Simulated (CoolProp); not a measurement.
A closed Brayton cycle with dry air: compressor inlet 308.15 K and 7.9 MPa, high pressure 24.8 MPa, turbine inlet 975 K, compressor efficiency 0.85, turbine efficiency 0.85, recuperator effectiveness 0 (on enthalpy, no pinch check). Each further row changes one setting.

Model: reference Helmholtz-energy equation of state, Lemmon 2000, in CoolProp. It is a pseudo-pure fit of the blend.

| case | thermal efficiency (%) | net work (kJ/kg) | compressor to turbine work | compressor exit (K) | turbine exit (K) |
|---|---|---|---|---|---|
| as stated | 17.0 | 100 | 0.60 | 449.8 | 763.7 |
| turbine inlet 925 K | 16.4 | 87.7 | 0.63 | 449.8 | 722.8 |
| compressor inlet 318.15 K | 16.5 | 95.2 | 0.62 | 464.3 | 763.7 |
| high pressure 21.1 MPa | 15.2 | 93.7 | 0.57 | 427.0 | 790.3 |
| recuperator effectiveness 0.5 | 23.7 | 100 | 0.60 | 449.8 | 763.7 |
